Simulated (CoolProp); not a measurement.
A simple Rankine cycle with n-heptane: condensing at 288.15 K, boiler at 0.0877 MPa, turbine inlet 381.7 K, turbine efficiency 0.9, pump efficiency 0.6, no recuperator. Each further row changes one setting.

The numbers come from the reference Helmholtz-energy equation of state, Span 2003 in CoolProp. It is a short technical equation, of lower accuracy than the large ones.

```json
[
 {"case": "as stated", "thermal efficiency (%)": "15.5", "net work (kJ/kg)": "83.2", "heat in (kJ/kg)": "536", "turbine exit temperature (K)": "…", "volume ratio over the turbine": "22.2"},
 {"case": "turbine inlet 401.7 K", "thermal efficiency (%)": "…", "net work (kJ/kg)": "88.2", "heat in (kJ/kg)": "…", "turbine exit temperature (K)": "355.7", "volume ratio over the turbine": "22.1"},
 {"case": "condensing temperature 280.15 K", "thermal efficiency (%)": "17.0", "net work (kJ/kg)": "94.2", "heat in (kJ/kg)": "554", "turbine exit temperature (K)": "…", "volume ratio over the turbine": "34.1"},
 {"case": "boiler pressure 0.0614 MPa", "thermal efficiency (%)": "…", "net work (kJ/kg)": "74.9", "heat in (kJ/kg)": "538", "turbine exit temperature (K)": "341.2", "volume ratio over the turbine": "…"},
 {"case": "turbine efficiency 0.8", "thermal efficiency (%)": "…", "net work (kJ/kg)": "74.0", "heat in (kJ/kg)": "536", "turbine exit temperature (K)": "340.9", "volume ratio over the turbine": "…"}
]
```

Q: Complete the blanks.

A: 
- as stated, turbine exit temperature (K): 335.8
- turbine inlet 401.7 K, thermal efficiency (%): 15.2
- turbine inlet 401.7 K, heat in (kJ/kg): 578
- condensing temperature 280.15 K, turbine exit temperature (K): 329.7
- boiler pressure 0.0614 MPa, thermal efficiency (%): 13.9
- boiler pressure 0.0614 MPa, volume ratio over the turbine: 15.6
- turbine efficiency 0.8, thermal efficiency (%): 13.8
- turbine efficiency 0.8, volume ratio over the turbine: 22.5
